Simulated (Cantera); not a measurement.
Cantera run, input and output.

```python
import numpy as np
import cantera as ct

gas = ct.Solution("h2o2.yaml")
gas.TPX = 675, 780000, {'H2': 1, 'O2': 0.312, 'N2': 0.938}
flame = ct.FreeFlame(gas, width=0.0095)
flame.set_refine_criteria(ratio=3, slope=0.08, curve=0.16)
flame.transport_model = "mixture-averaged"
flame.solve(loglevel=0, auto=True)
flame.transport_model = "multicomponent"
flame.soret_enabled = False
flame.solve(loglevel=0, refine_grid=True)
z, T = flame.grid, flame.T
thick = (T[-1] - T[0]) / np.gradient(T, z).max()
show = ['H2', 'O2', 'H', 'HO2', 'H2O', 'H2O2']
print(f"laminar burning velocity  {flame.velocity[0] * 100:.3f} cm/s")
print(f"burnt temperature         {T[-1]:.1f} K")
print(f"thermal thickness         {thick * 1e3:.4f} mm")
print(f"grid points               {len(z)}")
z0 = z[flame.heat_release_rate.argmax()]
print(f"{'z/mm':>9s}{'T/K':>9s}{'u/(m/s)':>9s}" + "".join(f"{s:>11s}" for s in show))
rows = []
for k in (-3, -2, -1.5, -1, -0.5, -0.25, 0, 0.25, 0.5, 1, 2, 4, 8):
    zz = z0 + k * thick
    rows.append([k * thick, np.interp(zz, z, T), np.interp(zz, z, flame.velocity),
                 *(np.interp(zz, z, flame.X[gas.species_index(s)]) for s in show)])
    print(f"{rows[-1][0] * 1e3:9.3f}{rows[-1][1]:9.1f}{rows[-1][2]:9.3f}" + "".join(f"{x:11.3e}" for x in rows[-1][3:]))
```

Result:

```
laminar burning velocity  1330.985 cm/s
burnt temperature         2660.4 K
thermal thickness         0.0328 mm
grid points               109
     z/mm      T/K  u/(m/s)         H2         O2          H        HO2        H2O       H2O2
   -0.098    675.0   13.310  4.444e-01  1.387e-01  1.664e-15  1.514e-11  3.881e-11  6.304e-14
   -0.066    675.0   13.310  4.444e-01  1.387e-01  8.620e-13  2.134e-09  3.865e-09  9.165e-12
   -0.049    675.0   13.310  4.444e-01  1.387e-01  7.503e-11  4.604e-08  6.514e-08  2.025e-10
   -0.033    675.4   13.314  4.443e-01  1.387e-01  3.539e-08  2.646e-06  2.773e-06  1.286e-08
   -0.016    717.6   14.026  4.379e-01  1.387e-01  2.014e-04  7.134e-04  1.633e-03  1.118e-05
   -0.008   1015.8   19.275  3.989e-01  1.298e-01  6.477e-03  9.356e-04  2.915e-02  5.901e-05
    0.000   1496.9   27.401  3.039e-01  9.060e-02  3.316e-02  4.491e-04  1.169e-01  1.659e-05
    0.008   1840.2   33.098  2.154e-01  3.912e-02  5.934e-02  1.801e-04  2.158e-01  4.083e-06
    0.016   2017.2   35.974  1.793e-01  1.450e-02  6.609e-02  6.302e-05  2.628e-01  2.480e-06
    0.033   2182.8   38.550  1.696e-01  3.790e-03  5.846e-02  1.617e-05  2.858e-01  1.327e-06
    0.066   2332.8   40.774  1.743e-01  1.657e-03  4.370e-02  7.126e-06  2.955e-01  7.943e-07
    0.131   2461.1   42.605  1.797e-01  8.469e-04  2.997e-02  3.474e-06  3.036e-01  5.054e-07
    0.262   2556.5   43.922  1.837e-01  3.818e-04  1.948e-02  1.417e-06  3.103e-01  2.980e-07
```

Cantera simulation using the H2/O2 subset of GRI-Mech 3.0, which has no nitrogen chemistry; the numbers are that mechanism's predictions, not measurements. The hydrogen kinetics of GRI-Mech 3.0 are dated; newer H2 mechanisms differ, most at raised pressure. Burning velocities carry a grid error of a few per cent, more on coarse grids.
